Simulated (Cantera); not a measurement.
Equilibrium for chlorosilane synthesis and conversion: Si + HCl + H2

Feed: 1 mol Si, 1.9 mol HCl, 1.6 mol H2, equilibrated at 1.00 bar.

Method: chemical equilibrium by Gibbs-energy minimisation in Cantera with the NASA 1993 tables (ideal gas, pure condensed phases). Candidate condensed phases: Si; 19 gas species. The tables' values for SiCl3 are old estimates; treat these amounts as uncertain. Equilibrium is a limit: real reactors are often held back by kinetics, nucleation or transport.

| T (K) | x H2 | x SiCl4 | x SiHCl3 | x HCl | n Si(s) |
|---|---|---|---|---|---|
| 723 | 0.823 | 0.110 | 0.0638 | 0.000425 | 0.474 |
| 773 | 0.823 | 0.111 | 0.0626 | 0.000919 | 0.475 |
| 823 | 0.822 | 0.112 | 0.0614 | 0.00180 | 0.476 |
| 873 | 0.821 | 0.112 | 0.0602 | 0.00327 | 0.478 |
| 923 | 0.820 | 0.112 | 0.0590 | 0.00555 | 0.480 |
| 973 | 0.818 | 0.111 | 0.0577 | 0.00888 | 0.483 |
| 1023 | 0.815 | 0.110 | 0.0562 | 0.0135 | 0.487 |
| 1073 | 0.810 | 0.109 | 0.0545 | 0.0198 | 0.491 |
x: gas mole fraction; n: condensed amount in mol.

From 723 K to 1073 K the condensed part is Si(s). The main Si-bearing gas is SiCl4 throughout. The share of Si in condensed phases is highest at 1073 K (49.1 %) and lowest at 723 K (47.4 %).
